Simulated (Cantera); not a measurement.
Mixture: CH₄ : H₂ : O₂ : N₂ = 1 : 0.41 : 4.16 : 15.6 (molar parts), equivalence ratio 0.53, at 8.00 bar, adiabatic and at constant volume. Ignition delay is the time to a rise of 400 K.

Computed with Cantera and GRI-Mech 3.0 (53 species, 325 reactions).

### Question
What does this change do: 0.46 parts H2O added?

### Answer
| quantity | before | after |
|---|---|---|
| delay at 1000 K | 18.6 ms | 20.2 ms |
| delay at 1100 K | 2.05 ms | 2.39 ms |
| delay at 1200 K | 0.470 ms | 0.524 ms |
| delay at 1300 K | 0.182 ms | 0.194 ms |
| delay at 1400 K | 85.6 µs | 89.7 µs |
| delay at 1500 K | 43.7 µs | 45.5 µs |
| delay at 1600 K | 23.7 µs | 24.5 µs |
| apparent activation energy between 1400 and 1600 K | 120 kJ/mol | 120 kJ/mol |

### Question
What does this change do: 1.2 parts H2O added?

### Answer
```tsv
quantity	before	after
delay at 1000 K	18.6 ms	21.9 ms
delay at 1100 K	2.05 ms	2.82 ms
delay at 1200 K	0.470 ms	0.605 ms
delay at 1300 K	0.182 ms	0.213 ms
delay at 1400 K	85.6 µs	96.2 µs
delay at 1500 K	43.7 µs	48.2 µs
delay at 1600 K	23.7 µs	25.7 µs
apparent activation energy between 1400 and 1600 K	120 kJ/mol	120 kJ/mol
```
